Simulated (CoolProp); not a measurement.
A single-stage vapour-compression cycle with R134a: evaporating at 212.15 K (dew point), condensing at 259.15 K (bubble point), superheat 10 K, subcooling 8 K, compressor efficiency 0.65, no pressure losses. Each further row changes one setting.

The numbers come from the reference Helmholtz-energy equation of state, Tillner-Roth 1994 in CoolProp.

```csv
case,cooling COP,pressure ratio,discharge temperature (K),refrigerating effect (kJ/kg),volumetric capacity (kJ/m³)
as stated,2.56,11.5,322.1,197,163
evaporating temperature 217.15 K,3.00,8.33,314.5,200,224
condensing temperature 254.15 K,2.93,9.30,313.3,203,169
subcooling 13 K,2.65,11.5,322.1,203,169
superheat 20 K,2.55,11.5,333.7,204,162
compressor efficiency 0.55,2.17,11.5,337.4,197,163
```
